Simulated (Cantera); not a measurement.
Input: 1 mol Si3N4, 8.2 mol HCl, 6.1 mol H2, 1 mol Cl2, equilibrated at 1177 °C and 13.3 mbar.

Cantera equilibrium calculation (NASA polynomials, part measured and part estimated; ideal gas, pure solids and liquids). Candidate condensed phases: NH4Cl, Si, Si3N4; 28 gas species. The tables' values for SiCl3 are old estimates; treat these amounts as uncertain. Kinetics and transport are ignored.

Problem. What is the equilibrium state?

Solution. 
```json
{
  "x(H2)": "0.444",
  "x(HCl)": "0.383",
  "x(SiCl2)": "0.0716",
  "x(N2)": "0.0690",
  "x(SiCl3)": "0.0165",
  "x(SiCl4)": "0.0140",
  "x(SiHCl3)": "0.00139",
  "x(H)": "5.46e-5",
  "x(Cl)": "3.84e-5",
  "n(Si3N4(s))": "0.447 mol",
  "gas_amount": "16.03 mol",
  "log10 activity of Si(s) (absent)": "-1.15"
}
```
